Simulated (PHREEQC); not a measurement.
Dissolve 0.058 mol HF and 0.0069 mol NH4HF2 per kg of water at 25 °C. It is in equilibrium with CO2 at log p = -1 (atm). Otherwise closed; pH follows from the charge balance.

Model: ion-association model, phreeqc.dat, run in PHREEQC.

| quantity | before | after |
|---|---|---|
| pH | 2.35 | 2.57 |
| ionic strength (mol/kgw) | 0.0118 | 0.00985 |
| F- (mol/kgw) | 0.00968 | 0.00877 |
| HCO3- (mol/kgw) | 3.76e-7 | 6.19e-7 |

Task: What was changed between the two runs?
A) NH4HF2 from 0.0069 to 0.00138 mol/kgw
B) HF from 0.058 to 0.58 mol/kgw
C) HF from 0.058 to 0.029 mol/kgw
D) HF left out
E) NH4HF2 from 0.0069 to 0.0103 mol/kgw

Result: C, HF from 0.058 to 0.029 mol/kgw

No solid was allowed to form.
